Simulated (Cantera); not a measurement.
Standard-state values (1 bar) from the NASA 1993 polynomials, evaluated with Cantera. Values are per mole of reaction as written; species without (g) are pure solids or liquids, kept so even where they would boil at 1 bar.

O2(g) + PbS(g) → SO2(g) + Pb(g), with ΔH° = -233.4 kJ and ΔS° = -33.0 J/K at 300 K.

Question: How far is the shortcut ΔG° ≈ ΔH°(300 K) − T·ΔS°(300 K) from the full temperature-dependent value at 2623, 2673, 2723, 2773, 2823 K?

Answer: 
```csv
T (K),shortcut (kJ),full (kJ),difference (kJ),difference in log10 K
2623,-146.9,-150.5,3.6,-0.07
2673,-145.2,-149.1,3.9,-0.08
2723,-143.6,-147.8,4.2,-0.08
2773,-141.9,-146.4,4.5,-0.08
2823,-140.3,-145.1,4.8,-0.09
```
The shortcut ignores the heat-capacity change of the reaction.
